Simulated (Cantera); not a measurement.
Cantera run, input and output.

```python
import numpy as np
import cantera as ct

gas = ct.Solution("gri30.yaml")
gas.TPX = 600, 26000, {'C3H8': 1, 'O2': 3.57, 'N2': 13.2}
flame = ct.FreeFlame(gas, width=0.1)
flame.set_refine_criteria(ratio=3, slope=0.08, curve=0.16)
flame.transport_model = "mixture-averaged"
flame.solve(loglevel=0, auto=True)
flame.transport_model = "multicomponent"
flame.soret_enabled = False
flame.solve(loglevel=0, refine_grid=True)
z, T = flame.grid, flame.T
thick = (T[-1] - T[0]) / np.gradient(T, z).max()
show = ['C3H8', 'O2', 'NO', 'C2H', 'CH3', 'H2']
print(f"laminar burning velocity  {flame.velocity[0] * 100:.3f} cm/s")
print(f"burnt temperature         {T[-1]:.1f} K")
print(f"thermal thickness         {thick * 1e3:.4f} mm")
print(f"grid points               {len(z)}")
z0 = z[flame.heat_release_rate.argmax()]
print(f"{'z/mm':>9s}{'T/K':>9s}{'u/(m/s)':>9s}" + "".join(f"{s:>11s}" for s in show))
rows = []
for k in (-3, -2, -1.5, -1, -0.5, -0.25, 0, 0.25, 0.5, 1, 2, 4, 8):
    zz = z0 + k * thick
    rows.append([k * thick, np.interp(zz, z, T), np.interp(zz, z, flame.velocity),
                 *(np.interp(zz, z, flame.X[gas.species_index(s)]) for s in show)])
    print(f"{rows[-1][0] * 1e3:9.3f}{rows[-1][1]:9.1f}{rows[-1][2]:9.3f}" + "".join(f"{x:11.3e}" for x in rows[-1][3:]))
```

Output:

```
laminar burning velocity  149.731 cm/s
burnt temperature         2231.0 K
thermal thickness         0.9783 mm
grid points               147
     z/mm      T/K  u/(m/s)       C3H8         O2         NO        C2H        CH3         H2
   -2.935    600.1    1.501  5.614e-02  2.003e-01  7.395e-10 -1.358e-18  4.633e-08  2.644e-03
   -1.957    601.9    1.513  5.589e-02  1.991e-01  9.676e-09  7.710e-20  5.330e-07  7.591e-03
   -1.467    609.2    1.541  5.554e-02  1.972e-01  4.839e-08 -5.289e-17  2.706e-06  1.348e-02
   -0.978    666.4    1.710  5.416e-02  1.892e-01  3.839e-07  1.178e-14  3.542e-05  2.506e-02
   -0.489   1038.6    2.789  3.701e-02  1.472e-01  3.301e-06  6.903e-10  1.436e-03  4.424e-02
   -0.245   1422.2    3.993  1.112e-02  1.002e-01  7.776e-06  2.656e-07  4.976e-03  5.360e-02
    0.000   1782.4    5.149  3.709e-04  5.289e-02  1.657e-05  6.731e-06  3.716e-03  5.611e-02
    0.245   1984.5    5.774  9.712e-07  2.388e-02  3.110e-05  1.285e-05  1.135e-03  5.230e-02
    0.489   2061.2    5.997  4.366e-10  1.057e-02  4.714e-05  5.701e-06  2.650e-04  4.870e-02
    0.978   2094.5    6.072 -2.488e-15  3.155e-03  6.877e-05  3.144e-07  9.813e-06  4.717e-02
    1.957   2106.6    6.087  1.151e-17  1.696e-03  8.326e-05  1.046e-09  2.510e-08  4.862e-02
    3.913   2118.0    6.112  3.357e-18  1.470e-03  8.905e-05  4.543e-13  1.002e-11  4.923e-02
    7.827   2135.1    6.154  8.508e-19  1.250e-03  9.315e-05  6.612e-17  2.601e-14  4.927e-02
```

Model: GRI-Mech 3.0 (53 species, 325 reactions), integrated in Cantera. GRI-Mech 3.0 was tuned for natural gas; its chemistry of propane as a main component is partial and can be far from experiment. Burning velocities carry a grid error of a few per cent, more on coarse grids.
